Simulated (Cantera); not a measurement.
## Equilibrium for fluorocarbon and chlorocarbon gases: CF₄ + H₂

Charge: 1 mol CF₄, 0.63 mol H₂, equilibrated at 75.0 Torr.

Equilibrium computed with Cantera from the NASA thermochemical tables; the gas is ideal and each condensed phase is pure. Candidate condensed phases: C, C₆H₆, C₇H₈, C₈H₁₈; 95 gas species. The tables' values for C₂F₄ are old estimates; treat these amounts as uncertain. Gases not in the tables: C₂F₆ and larger saturated fluorocarbons. Equilibrium is a limit: real reactors are often held back by kinetics, nucleation or transport.

```csv
T (K),x HF,x CF₄,x CF₂,x F,x CF,x CF₃,n C(graphite)
1675,0.647,0.351,0.000827,0.000121,8.14e-8,0.000170,0.314
1775,0.647,0.350,0.00254,0.000436,5.75e-7,0.000422,0.313
1875,0.645,0.346,0.00686,0.00137,3.28e-6,0.000945,0.308
1975,0.640,0.337,0.0166,0.00380,1.56e-5,0.00193,0.300
2075,0.631,0.320,0.0362,0.00952,6.31e-5,0.00358,0.282
2175,0.613,0.288,0.0714,0.0216,0.000221,0.00601,0.249
2275,0.584,0.236,0.126,0.0444,0.000675,0.00893,0.197
2375,0.542,0.168,0.195,0.0826,0.00180,0.0114,0.127
2475,0.494,0.0960,0.257,0.138,0.00415,0.0118,0.0598
2575,0.451,0.0424,0.284,0.204,0.00834,0.00972,0.0354
2675,0.418,0.0150,0.271,0.274,0.0148,0.00657,0.0740
```
x: gas mole fraction; n: condensed amount in mol.

From 1675 K to 2675 K the condensed part is C(graphite). The main C-bearing gas is CF₄ at 1675 K and CF₂ at 2675 K. The share of C in condensed phases is highest at 1675 K (31.4 %) and lowest at 2575 K (3.5 %).
